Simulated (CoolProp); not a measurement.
A closed Brayton cycle with nitrogen: compressor inlet 327.15 K and 0.97 MPa, high pressure 1.79 MPa, turbine inlet 670 K, compressor efficiency 0.85, turbine efficiency 0.85, recuperator effectiveness 0.8 (on enthalpy, no pinch check). Each further row changes one setting.

The numbers come from the reference Helmholtz-energy equation of state, Span 2000 in CoolProp.

```tsv
case	thermal efficiency (%)	net work (kJ/kg)	compressor to turbine work	compressor exit (K)	turbine exit (K)
as stated	14.2	19.2	0.80	400.8	581.7
turbine inlet 620 K	10.1	11.9	0.87	400.8	537.5
compressor inlet 337.15 K	12.7	16.8	0.82	413.0	581.7
high pressure 1.52 MPa	14.1	17.0	0.76	379.9	604.0
recuperator effectiveness 0.5	10.0	19.2	0.80	400.8	581.7
```
